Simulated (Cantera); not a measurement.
An isothermal, constant-pressure homogeneous reactor starts with C3H8 : H2 = 1 : 51 (molar parts), at 1550 K and 1330 Pa.

Model: GRI-Mech 3.0 (53 species, 325 reactions), integrated in Cantera. GRI-Mech 3.0 was tuned for natural gas; its chemistry of propane as a main component is partial and can be far from experiment. GRI-Mech 3.0 stops at C3 and has no aromatics, soot or wall deposition, so with more carbon than oxygen in the feed, carbon stays in small species such as C2H2 where larger ones or solid carbon would form. Radical loss at walls, strong at low pressure, is not modelled.

x: mole fraction; the columns are a selection and need not sum to one.

```
t (s)       x C3H8   x H2     x CH3    x C2H4    x C2H6    x C2H2   x CH4
--------  --------  -----  --------  --------  --------  --------  ------
0.000400       ___  0.966   0.00309   0.00989  0.000257  0.000255  0.0104
0.00108        ___  0.958   0.00147    0.0132   5.35e-5   0.00364  0.0206
0.00291        ___  0.959  0.000757   0.00829   9.01e-6   0.00870  0.0213
0.00783        ___  0.960  0.000421   0.00430   4.62e-6    0.0127  0.0215
0.0211    3.57e-10  0.961  0.000259   0.00158   2.60e-6    0.0155  0.0215
0.0569    1.43e-10  0.961  0.000181  0.000308   1.63e-6    0.0168  0.0214
0.153     6.83e-11  0.961  0.000134   7.09e-5   1.10e-6    0.0171  0.0212
0.413     3.90e-11  0.961  0.000107   5.89e-5   8.02e-7    0.0173  0.0209
1.11      3.18e-11  0.962   9.92e-5   5.73e-5   7.08e-7    0.0176  0.0201
3.00      2.51e-11  0.963   9.17e-5   5.64e-5   6.02e-7    0.0185  0.0184
```

Question: What belongs in the gaps?

Answer: 
- 0.000400, x C3H8: 0.00734
- 0.00108, x C3H8: 0.000108
- 0.00291, x C3H8: 2.60e-8
- 0.00783, x C3H8: 1.03e-9
